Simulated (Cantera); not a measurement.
Premixed flame

A freely propagating, adiabatic, planar premixed flame of CO : H₂ : O₂ : N₂ = 1 : 0.56 : 1.04 : 3.91 (molar parts), equivalence ratio 0.75, unburnt at 448 K and 4.93 atm; mixture-averaged transport, grid criteria slope 0.08 and curve 0.16, no radiation.

Computed with Cantera and GRI-Mech 3.0 (53 species, 325 reactions). The hydrogen kinetics of GRI-Mech 3.0 are dated; newer H2 mechanisms differ, most at raised pressure. Burning velocities carry a grid error of a few per cent, more on coarse grids.

```tsv
z (mm)	T (K)	u (m/s)	x CO	x H₂	x O₂	x HO₂	x H₂O₂	x NO
-0.307	448	0.764	0.154	0.0853	0.160	<1e-8	<1e-8	<1e-8
-0.205	448	0.764	0.154	0.0833	0.160	1.50e-7	1.03e-7	<1e-8
-0.154	450	0.763	0.155	0.0800	0.161	8.42e-7	5.81e-7	<1e-8
-0.102	461	0.775	0.156	0.0715	0.162	8.32e-6	5.54e-6	<1e-8
-0.0512	606	1.000	0.153	0.0485	0.159	0.000225	8.56e-5	1.60e-7
-0.0256	945	1.54	0.138	0.0302	0.143	0.000503	0.000125	1.37e-6
0	1374	2.20	0.107	0.0132	0.112	0.000218	1.47e-5	4.30e-6
0.0256	1659	2.61	0.0746	0.00510	0.0857	0.000100	2.36e-6	8.90e-6
0.0512	1825	2.84	0.0524	0.00321	0.0722	5.66e-5	1.27e-6	1.37e-5
0.102	1996	3.06	0.0311	0.00251	0.0614	2.73e-5	6.91e-7	2.16e-5
0.205	2129	3.24	0.0177	0.00161	0.0550	1.20e-5	3.96e-7	3.27e-5
0.410	2212	3.34	0.00960	0.000862	0.0513	5.92e-6	2.52e-7	4.72e-5
0.820	2255	3.40	0.00510	0.000469	0.0494	4.00e-6	1.98e-7	6.56e-5
```
x: mole fraction of selected species; z is measured from the peak of heat release.

```yaml
laminar_burning_velocity: 76.5 cm/s
thermal_thickness: 0.102 mm
peak x(HO₂): 0.000532
peak x(H₂O₂): 0.000135
grid_points: 122
```
